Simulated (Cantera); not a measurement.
What does this Cantera script print?

```python
import numpy as np
import cantera as ct

gas_names = """
    OH H2O O H O2
""".split()
cond_names = """

""".split()


# ... load() reads the species with a 1 bar reference pressure and builds the phases ...
species = {s.name: s for s in load("nasa_gas.yaml", gas_names) + load("nasa_condensed.yaml", cond_names)}
# Each term lists the table entries of one substance; the one whose range holds T is used.
reactions = {
    '2 OH(g) = H2O(g) + O(g)':
        [(-2, ['OH']), (1, ['H2O']), (1, ['O'])],
    '4 H(g) + O2(g) = 2 H2O(g)':
        [(-4, ['H']), (-1, ['O2']), (2, ['H2O'])],
}


def pick(names, T):
    return next(species[n] for n in names if species[n].thermo.min_temp <= T <= species[n].thermo.max_temp)


results = []
for label, terms in reactions.items():
    print(label)
    print("     T/K   dH/kJ  dS/(J/K)   dG/kJ   log10 K")
    for T in [300, 573, 648, 723, 798, 873, 948, 1023, 1098, 1173, 1248]:
        used = [(nu, pick(names, T)) for nu, names in terms]
        dH = sum(nu * s.thermo.h(T) for nu, s in used) / 1e6
        dS = sum(nu * s.thermo.s(T) for nu, s in used) / 1e3
        dG = dH - T * dS / 1e3
        logK = -dG * 1e6 / (ct.gas_constant * T * np.log(10))
        results.append((label, T, dH, dS, dG, logK, [s.name for _, s in used]))
        print(f"{T:8g} {dH:8.1f} {dS:8.1f} {dG:8.1f} {logK:8.2f}")
```

Result:

```
2 OH(g) = H2O(g) + O(g)
     T/K   dH/kJ  dS/(J/K)   dG/kJ   log10 K
     300    -71.4    -17.6    -66.1    11.50
     573    -72.2    -19.7    -60.9     5.55
     648    -72.3    -19.9    -59.4     4.79
     723    -72.4    -20.0    -57.9     4.19
     798    -72.4    -20.0    -56.4     3.69
     873    -72.4    -20.0    -54.9     3.29
     948    -72.4    -20.0    -53.4     2.94
    1023    -72.3    -19.9    -51.9     2.65
    1098    -72.2    -19.8    -50.4     2.40
    1173    -72.1    -19.8    -49.0     2.18
    1248    -72.0    -19.7    -47.5     1.99
4 H(g) + O2(g) = 2 H2O(g)
     T/K   dH/kJ  dS/(J/K)   dG/kJ   log10 K
     300  -1355.7   -286.6  -1269.7   221.08
     573  -1367.8   -315.4  -1187.1   108.21
     648  -1371.0   -320.6  -1163.2    93.77
     723  -1374.1   -325.2  -1139.0    82.29
     798  -1377.1   -329.1  -1114.5    72.95
     873  -1380.0   -332.6  -1089.7    65.20
     948  -1382.8   -335.7  -1064.6    58.66
    1023  -1385.5   -338.4  -1039.3    53.07
    1098  -1388.1   -340.8  -1013.8    48.23
    1173  -1390.5   -342.9   -988.2    44.00
    1248  -1392.8   -344.8   -962.4    40.28
```

Cantera with NASA thermochemical tables; ideal gases at 1 bar, condensed phases pure. Condensed species are held in their standard states even where they would react or evaporate.
